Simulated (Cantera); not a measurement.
Charge: 1 mol Si, 0.31 mol O2, 1.4 mol H2, at 0.133 bar.

These are equilibrium values from Cantera (NASA tables, ideal gas, pure condensed phases), not measurements of a reactor. Candidate condensed phases: H2O, Si, SiO2; 18 gas species. Each liquid is taken as pure. Mutual solubility and eutectic melting of coexisting phases are not modelled. The tables hold silica as quartz up to 1696 K and as liquid above; real silica turns to tridymite and cristobalite and melts near 1996 K. Gases not in the tables: Si2H6 and higher silanes. Equilibrium is a limit: real reactors are often held back by kinetics, nucleation or transport.

### Question
Which condensed phases are stable at each of these points (T (K)): 1523, 1623, 1723, 1823, 1923, 2023, 2123, 2223?

### Answer
| T (K) | condensed phases | Si condensed (%) |
|---|---|---|
| 1523 | Si(s) + SiO2(β-quartz) | 99.2 |
| 1623 | Si(s) + SiO2(β-quartz) | 95.6 |
| 1723 | Si(l) + SiO2(condensed) | 79.8 |
| 1823 | Si(l) | 38.0 |
| 1923 | Si(l) | 38.0 |
| 2023 | Si(l) | 37.9 |
| 2123 | Si(l) | 37.7 |
| 2223 | Si(l) | 37.1 |

From 1523 K to 1623 K the condensed part is Si(s) + SiO2(β-quartz). At 1723 K the condensed part is Si(l) + SiO2(condensed). From 1823 K to 2223 K the condensed part is Si(l).
